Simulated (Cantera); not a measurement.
Adiabatic ignition

An adiabatic, constant-pressure homogeneous reactor starts with CH4 : H2 : O2 : N2 = 1 : 1 : 2.63 : 9.21 (molar parts), equivalence ratio 0.95, at 1573 K and 12000 Torr.

Computed with Cantera and GRI-Mech 3.0 (53 species, 325 reactions). The pressure lies above the range GRI-Mech 3.0 was tuned for (to about 10 atm). Above 3000 K some thermodynamic fits are extrapolated.

| t (s) | T (K) | x CH4 | x H2 | x O2 | x H2O | x H2O2 |
|---|---|---|---|---|---|---|
| 2.00e-6 | 1573 | 0.0721 | 0.0722 | 0.190 | 0.000157 | 1.65e-6 |
| 9.28e-6 | 2643 | 8.05e-8 | 0.0233 | 0.0389 | 0.168 | 1.96e-6 |
| 4.31e-5 | 3014 | <1e-12 | 0.0152 | 0.0216 | 0.189 | 1.97e-6 |
| 0.000200 | 3002 | <1e-12 | 0.0156 | 0.0189 | 0.189 | 1.81e-6 |
| 0.000928 | 3001 | <1e-12 | 0.0157 | 0.0187 | 0.189 | 1.80e-6 |
| 0.00431 | 3001 | <1e-12 | 0.0157 | 0.0187 | 0.189 | 1.80e-6 |
| 0.0200 | 3001 | <1e-12 | 0.0157 | 0.0187 | 0.189 | 1.80e-6 |
| 0.0928 | 3001 | <1e-12 | 0.0157 | 0.0187 | 0.189 | 1.80e-6 |
| 0.431 | 3001 | <1e-12 | 0.0157 | 0.0187 | 0.189 | 1.80e-6 |
| 2.00 | 3001 | <1e-12 | 0.0157 | 0.0187 | 0.189 | 1.80e-6 |
x: mole fraction; the columns are a selection and need not sum to one.

| Quantity | Result |
|---|---|
| time of steepest temperature rise | 9.04 µs |
| temperature at 2.00 s | 3001 K |
| equilibrium temperature | 3001 K |
| x(CH4) at 2.00 s | <1e-12 (gas-phase equilibrium <1e-12) |
| x(H2) at 2.00 s | 0.0157 (gas-phase equilibrium 0.0157) |
| x(O2) at 2.00 s | 0.0187 (gas-phase equilibrium 0.0187) |
